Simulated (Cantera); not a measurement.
Low-pressure radical oxidation in H2/O2

An isothermal, constant-pressure homogeneous reactor starts with 6.98 % H2, 93.0 % O2, at 1073 K and 20.0 Torr.

Cantera simulation using the H2/O2 subset of GRI-Mech 3.0, which has no nitrogen chemistry; the numbers are that mechanism's predictions, not measurements. Radical loss at walls, strong at low pressure, is not modelled. The temperature is held fixed by assumption; the heat of reaction is taken as removed at once.

```
t (s)         x H2   x O2    x HO2       x H       x O      x OH    x H2O
--------  --------  -----  -------  --------  --------  --------  -------
0.000200    0.0698  0.930  1.67e-9   2.26e-9   2.75e-9   1.53e-9  3.45e-9
0.000544    0.0698  0.930  6.95e-9   8.27e-8   1.14e-7   6.00e-8  1.95e-7
0.00148     0.0662  0.928  8.24e-6   0.00112   0.00147  0.000751  0.00265
0.00403    0.00143  0.902  1.29e-5   0.00851    0.0213   0.00257   0.0640
0.0110    0.000377  0.921  9.25e-6   0.00115   0.00607   0.00125   0.0704
0.0299     5.83e-5  0.927  4.08e-6   6.95e-5  0.000965  0.000477   0.0719
0.0813     7.76e-6  0.927  1.17e-6   3.68e-6  0.000136  0.000180   0.0722
0.221      1.19e-6  0.928  2.79e-7   2.55e-7   2.29e-5   7.42e-5   0.0722
0.602      2.34e-7  0.928  7.06e-8   2.54e-8   4.91e-6   3.44e-5   0.0723
1.64       5.75e-8  0.928  2.02e-8   3.40e-9   1.28e-6   1.76e-5   0.0723
4.46       1.65e-8  0.928  6.60e-9  5.53e-10   3.83e-7   9.60e-6   0.0723
12.1       5.22e-9  0.928  2.75e-9  1.02e-10   1.24e-7   5.46e-6   0.0723
33.1       1.77e-9  0.928  1.89e-9  2.05e-11   4.27e-8   3.20e-6   0.0723
90.0      6.64e-10  0.928  2.17e-9  4.78e-12   1.61e-8   1.96e-6   0.0723
```
x: mole fraction; the columns are a selection and need not sum to one.

Equilibrium at this temperature and pressure: H2 3.08e-10, O2 0.928, HO2 2.89e-9, H 1.52e-12, O 7.39e-9, OH 1.33e-6, H2O 0.0723 (gas phase only).
